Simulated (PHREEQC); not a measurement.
A PHREEQC input (ion-association model, phreeqc.dat):

```
SOLUTION 1
  temp 37
  units mg/L
  pH 6.57
  pe 8.5
  Na 0.0108
  K 0.000446
  Ca 0.0216
  Mg 0.00298
  Cl 0.0254
  S(6) 0.0204 as S
  Alkalinity 0.0405 as HCO3
  Zn 1.53e-05
END
USE solution 1
EQUILIBRIUM_PHASES 1
  CO2(g) -2.5 10
END
```

The run finishes without an error or a warning.

Its last state differs from that of the intended input:

```
quantity                     as run  intended
-------------------------  --------  --------
ionic strength (mol/kgw)    9.53e-6   8.68e-6
HSO4- (mol/kgw)            4.81e-10  1.61e-10
CaSO4 (mol/kgw)            6.45e-11  2.15e-11
SI of Gypsum (CaSO4:2H2O)     -7.89     -8.36
```

One thing in the input isn't as intended. What explains the difference?

One answer among several that fit: The fault: sulfate typed 'as S' though the number is for SO4. The line should read `as SO4` where the input has `as S`.
